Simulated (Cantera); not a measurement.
## (CH3)2SiCl2 + CH4 + H2 + C2H2 (silicon carbide growth)

Feed: 1 mol (CH3)2SiCl2, 0.52 mol CH4, 1800 mol H2, 0.04 mol C2H2, at 0.340 bar.

Method: chemical equilibrium by Gibbs-energy minimisation in Cantera with the NASA 1993 tables (ideal gas, pure condensed phases). Candidate condensed phases: C, C6H6, C7H8, C8H18, Si, SiC; 109 gas species. The feed counts by its element totals alone. Gases not in the tables: Si2H6 and higher silanes. The numbers say what is thermodynamically allowed, not how fast it happens.

From 925 K to 1375 K the condensed part is SiC(s). From 1525 K to 1825 K the condensed part is C(graphite) + SiC(s). From 1975 K to 2125 K the condensed part is SiC(s). From 2275 K to 2575 K nothing is condensed. The main Si-bearing gas is SiHCl3 at 925 K and Si at 2575 K.

```json
[
 {"T (K)": "925", "x H2": "0.998", "x H": "4.46e-10", "x HCl": "0.00110", "x CH4": "0.000891", "x C2H2 (acetylene)": "<1e-12", "x Si": "<1e-12", "n SiC(s)": "0.994", "n C(graphite)": "0"},
 {"T (K)": "1075", "x H2": "0.998", "x H": "2.51e-8", "x HCl": "0.00111", "x CH4": "0.000887", "x C2H2 (acetylene)": "2.53e-11", "x Si": "<1e-12", "n SiC(s)": "1.000", "n C(graphite)": "0"},
 {"T (K)": "1225", "x H2": "0.998", "x H": "5.34e-7", "x HCl": "0.00111", "x CH4": "0.000887", "x C2H2 (acetylene)": "6.45e-9", "x Si": "<1e-12", "n SiC(s)": "1.000", "n C(graphite)": "0"},
 {"T (K)": "1375", "x H2": "0.998", "x H": "5.87e-6", "x HCl": "0.00111", "x CH4": "0.000886", "x C2H2 (acetylene)": "4.90e-7", "x Si": "9.83e-12", "n SiC(s)": "1.000", "n C(graphite)": "0"},
 {"T (K)": "1525", "x H2": "0.998", "x H": "4.05e-5", "x HCl": "0.00111", "x CH4": "0.000773", "x C2H2 (acetylene)": "1.21e-5", "x Si": "4.45e-10", "n SiC(s)": "1.000", "n C(graphite)": "0.158"},
 {"T (K)": "1675", "x H2": "0.998", "x H": "0.000199", "x HCl": "0.00111", "x CH4": "0.000408", "x C2H2 (acetylene)": "5.80e-5", "x Si": "1.72e-8", "n SiC(s)": "1.000", "n C(graphite)": "0.648"},
 {"T (K)": "1825", "x H2": "0.998", "x H": "0.000754", "x HCl": "0.00111", "x CH4": "0.000240", "x C2H2 (acetylene)": "0.000214", "x Si": "3.61e-7", "n SiC(s)": "0.997", "n C(graphite)": "0.384"},
 {"T (K)": "1975", "x H2": "0.996", "x H": "0.00234", "x HCl": "0.00110", "x CH4": "0.000118", "x C2H2 (acetylene)": "0.000387", "x Si": "6.14e-6", "n SiC(s)": "0.972", "n C(graphite)": "0"},
 {"T (K)": "2125", "x H2": "0.992", "x H": "0.00620", "x HCl": "0.00110", "x CH4": "5.59e-5", "x C2H2 (acetylene)": "0.000480", "x Si": "8.05e-5", "n SiC(s)": "0.733", "n C(graphite)": "0"},
 {"T (K)": "2275", "x H2": "0.983", "x H": "0.0144", "x HCl": "0.00109", "x CH4": "3.15e-5", "x C2H2 (acetylene)": "0.000678", "x Si": "0.000360", "n SiC(s)": "0", "n C(graphite)": "0"},
 {"T (K)": "2425", "x H2": "0.967", "x H": "0.0302", "x HCl": "0.00107", "x CH4": "1.63e-5", "x C2H2 (acetylene)": "0.000684", "x Si": "0.000416", "n SiC(s)": "0", "n C(graphite)": "0"},
 {"T (K)": "2575", "x H2": "0.940", "x H": "0.0576", "x HCl": "0.00103", "x CH4": "8.87e-6", "x C2H2 (acetylene)": "0.000677", "x Si": "0.000445", "n SiC(s)": "0", "n C(graphite)": "0"}
]
```
x: gas mole fraction; n: condensed amount in mol.
